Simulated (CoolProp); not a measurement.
Vapour-liquid equilibrium of n-butane (1) + trans-2-butene (2) at 751 kPa; x and y are mole fractions of (1).

Values from CoolProp's multi-fluid Helmholtz-energy mixture model, Bücker 2006 and Lemmon 2005; pair parameters Bell 2016.

```json
[
 {"x": "0.05", "bubble temperature (°C)": "67.5", "y at the bubble point": "…", "dew temperature at overall composition x (°C)": "67.5", "liquid density (mol/L)": "…"},
 {"x": "0.15", "bubble temperature (°C)": "67.2", "y at the bubble point": "0.157", "dew temperature at overall composition x (°C)": "67.2", "liquid density (mol/L)": "9.557"},
 {"x": "0.25", "bubble temperature (°C)": "67.0", "y at the bubble point": "…", "dew temperature at overall composition x (°C)": "67.0", "liquid density (mol/L)": "9.481"},
 {"x": "0.35", "bubble temperature (°C)": "66.8", "y at the bubble point": "0.356", "dew temperature at overall composition x (°C)": "66.8", "liquid density (mol/L)": "9.406"},
 {"x": "0.45", "bubble temperature (°C)": "66.7", "y at the bubble point": "0.454", "dew temperature at overall composition x (°C)": "66.7", "liquid density (mol/L)": "9.331"},
 {"x": "0.55", "bubble temperature (°C)": "66.7", "y at the bubble point": "0.552", "dew temperature at overall composition x (°C)": "66.7", "liquid density (mol/L)": "9.258"},
 {"x": "0.65", "bubble temperature (°C)": "66.6", "y at the bubble point": "0.650", "dew temperature at overall composition x (°C)": "66.6", "liquid density (mol/L)": "…"},
 {"x": "0.75", "bubble temperature (°C)": "66.6", "y at the bubble point": "0.749", "dew temperature at overall composition x (°C)": "66.6", "liquid density (mol/L)": "9.116"},
 {"x": "0.85", "bubble temperature (°C)": "66.7", "y at the bubble point": "0.849", "dew temperature at overall composition x (°C)": "66.7", "liquid density (mol/L)": "…"},
 {"x": "0.95", "bubble temperature (°C)": "66.8", "y at the bubble point": "0.949", "dew temperature at overall composition x (°C)": "66.8", "liquid density (mol/L)": "8.977"}
]
```

Task: Complete the blanks.

Result: 
- 0.05, y at the bubble point: 0.053
- 0.05, liquid density (mol/L): 9.635
- 0.25, y at the bubble point: 0.257
- 0.65, liquid density (mol/L): 9.187
- 0.85, liquid density (mol/L): 9.046

y crosses x between x = 0.65 and 0.75: the model has an azeotrope there.

The pair parameters rest on a limited set of measurements; away from them the model extrapolates.
